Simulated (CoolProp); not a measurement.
Vapour-liquid equilibrium of benzene (1) + ethylbenzene (2) at 284 K; x and y are mole fractions of (1).

The numbers come from the multi-fluid Helmholtz-energy mixture model, Thol 2012 and Zhou 2012; pair parameters Bell 2016 in CoolProp.

```tsv
x	bubble pressure, mixture model (bar)	bubble pressure, Raoult's law (bar)	y, mixture model	y, Raoult's law
0.05	…	0.008322	0.328	0.381
0.15	0.01239	0.01413	…	0.674
0.25	…	0.01994	…	0.796
0.35	0.02295	0.02574	0.850	0.863
0.45	0.02876	0.03155	0.901	0.906
0.55	0.03488	0.03736	0.935	0.935
0.65	0.04123	0.04316	0.959	0.956
0.75	…	0.04897	0.976	0.972
0.85	…	0.05477	…	0.985
0.95	0.06045	0.06058	0.997	0.996
```

Problem. Some entries are withheld; supply them.

Solution. 
- 0.05, bubble pressure, mixture model (bar): 0.007662
- 0.15, y, mixture model: 0.630
- 0.25, bubble pressure, mixture model (bar): 0.01749
- 0.25, y, mixture model: 0.770
- 0.75, bubble pressure, mixture model (bar): 0.04770
- 0.85, bubble pressure, mixture model (bar): 0.05415
- 0.85, y, mixture model: 0.988

The largest gap from Raoult's law is -12.3 % in bubble pressure, at x = 0.25. No azeotrope shows between x = 0.05 and 0.95.

The pair parameters rest on a limited set of measurements; away from them the model extrapolates.
